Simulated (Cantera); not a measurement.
A Cantera script and what it prints.

```python
import numpy as np
import cantera as ct

gas_names = [...]  # 113 gases of nasa_gas.yaml made of C, H, O, Ti
cond_names = """
    C(gr) C6H6(L) C7H8(L) C8H18(L),n-octa H2O(s) H2O(L) Ti(a) Ti(b) Ti(L) TiC(s) TiC(L) TiO(a) TiO(b)
    TiO(L) TiO2(ru) TiO2(L) Ti2O3(a) Ti2O3(b) Ti2O3(L) Ti3O5(a) Ti3O5(b) Ti3O5(L) Ti4O7(s) Ti4O7(L)
""".split()


# ... load() reads the species with a 1 bar reference pressure and builds the phases ...
atoms = {
    'Ti(OiPr)4': {'Ti': 1, 'C': 12, 'H': 28, 'O': 4},
    'C3H8': {'C': 3, 'H': 8},
    'H2': {'H': 2},
}
top_T = {'C(gr)': 4500}  # K; cautious upper limits of use, not melting points


# ... equilibrate(T, P, feed) seeds the gas with the atoms and calls Mixture.equilibrate('TP', solver="vcs", rtol=1e-11, max_steps=5000) ...
results = []
feed = {'Ti(OiPr)4': 1, 'C3H8': 0.47, 'H2': 59}  # mol
P = 13332.2  # Pa
for T in [1000, 1075, 1150, 1225, 1300, 1375, 1450, 1525]:
    mix = equilibrate(T, P, feed)
    results.append((T, P, feed, dict(zip(mix.species_names, mix.species_moles))))

top = {s: max(r[3][s] / sum(r[3][g] for g in gas_names) for r in results) for s in gas_names}
cols = sorted((s for s in top if top[s] > 0.0001), key=lambda s: -top[s])[:6]
seen = [c for c in cond_names if any(r[3].get(c, 0) > 1e-12 for r in results)]
print("log10 of partial pressures in bar; condensed amounts in mol")
print(f"{'T/K':>10s}" + "".join(f"{s[:9]:>10s}" for s in cols + seen))
for T, P, feed, n in results:
    ng = sum(n[g] for g in gas_names)
    print(f"{T:10.4g}" + "".join(f"{np.log10(max(n[s] / ng * P / 1e5, 1e-99)):10.3f}" for s in cols)
          + "".join(f"{n.get(c, 0):10.4g}" for c in seen))
```

Result:

```
log10 of partial pressures in bar; condensed amounts in mol
       T/K        H2        CO       CH4       H2O     C(gr)    TiC(s)  TiO2(ru)  Ti3O5(b)  Ti4O7(s)
      1000    -0.892    -2.477    -2.804    -3.772     10.62         0         1         0         0
      1075    -0.889    -2.465    -3.124    -4.252     11.01         0         1         0         0
      1150    -0.889    -2.412    -3.409    -4.630     10.95         0         0         0      0.25
      1225    -0.889    -2.395    -3.660    -4.991     10.96         0         0    0.3333         0
      1300    -0.898    -2.170    -3.901    -5.108      8.34         1         0         0         0
      1375    -0.898    -2.170    -4.099    -5.405     8.365         1         0         0         0
      1450    -0.898    -2.170    -4.277    -5.671     8.379         1         0         0         0
      1525    -0.898    -2.170    -4.438    -5.910     8.387         1         0         0         0
```

Equilibrium computed with Cantera from the NASA thermochemical tables; the gas is ideal and each condensed phase is pure. The feed counts by its element totals alone. TiC: taken at fixed stoichiometry. Condensed phases not in the tables: Magnéli phases beyond Ti4O7.
